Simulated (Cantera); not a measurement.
Feed: 1 mol SiCl4, 1.1 mol HCl, 0.22 mol H2, equilibrated at 550 °C and 1580 Torr.

Method: chemical equilibrium by Gibbs-energy minimisation in Cantera with the NASA 1993 tables (ideal gas, pure condensed phases). Candidate condensed phases: Si; 19 gas species. Kinetics and transport are ignored.

Base state: HCl 0.474, SiCl4 0.431, H2 0.0947, SiHCl3 0.000104 (mole fractions); condensed: gas only.

**Question.** What changes in the equilibrium state with this change: temperature from 550 °C to 977 °C?

**Answer.** 
```json
[
 {"species": "HCl", "before": "0.474", "after": "0.478"},
 {"species": "SiCl4", "before": "0.431", "after": "0.426"},
 {"species": "H2", "before": "0.0947", "after": "0.0911"},
 {"species": "SiCl2", "before": "<1e-9", "after": "3.72e-5"},
 {"species": "SiCl3", "before": "2.54e-7", "after": "0.00149"},
 {"species": "SiHCl3", "before": "0.000104", "after": "0.00289"}
]
```
The tables' values for SiCl3 are old estimates; treat these amounts as uncertain.
